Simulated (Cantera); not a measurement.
Predominance diagram of Pb at 877 °C against the partial pressures of S2 and F2 (log10, bar). Standard-state values (1 bar) from the NASA 1993 polynomials, evaluated with Cantera. Candidates: Pb(l), PbF2(l), PbS(s). Only these pure phases compete in this equilibrium. 

### Question
Which phase is stable at these pairs, and which metal-bearing vapour leads over it? (-13.9, -29.4); (-9.6, -37); (-4.3, -21.8); (-10.7, -37); (-8.5, -29.4); (-12.8, -37); (-1.1, -33.2)

### Answer
```tsv
log p(S2)	log p(F2)	phase	chief vapour	log p (bar)
-13.9	-29.4	Pb(l)	Pb	-3.5
-9.6	-37	Pb(l)	Pb	-3.5
-4.3	-21.8	PbF2(l)	PbF4	-0.9
-10.7	-37	Pb(l)	Pb	-3.5
-8.5	-29.4	Pb(l)	Pb	-3.5
-12.8	-37	Pb(l)	Pb	-3.5
-1.1	-33.2	PbS(s)	PbS	-2.6
```
